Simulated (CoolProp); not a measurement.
Properties of R245ca along the isotherm 450 K.

Model: reference Helmholtz-energy equation of state, Zhou 2016, in CoolProp.

| p (kPa) | phase | Z | cp (kJ/(kg K)) | cv (kJ/(kg K)) | isothermal compressibility (1/MPa) |
|---|---|---|---|---|---|
| 6.23 | gas | 0.9995 | 1.164 | 1.102 | 160.6 |
| 10.5 | gas | 0.9991 | 1.164 | 1.102 | 95.33 |
| 17.7 | gas | 0.9984 | 1.165 | 1.102 | 56.59 |
| 29.9 | gas | 0.9974 | 1.165 | 1.102 | 33.53 |
| 50.5 | gas | 0.9956 | 1.166 | 1.103 | 19.89 |
| 85.3 | gas | 0.9925 | 1.168 | 1.103 | 11.81 |
| 144 | gas | 0.9873 | 1.170 | 1.104 | 7.035 |
| 243 | gas | 0.9784 | 1.175 | 1.106 | 4.207 |
| 410 | gas | 0.9633 | 1.184 | 1.109 | 2.534 |
| 692 | gas | 0.9372 | 1.200 | 1.115 | 1.545 |
| 1170 | gas | 0.8908 | 1.235 | 1.126 | 0.9674 |
| 1970 | gas | 0.8046 | 1.325 | 1.149 | 0.6528 |
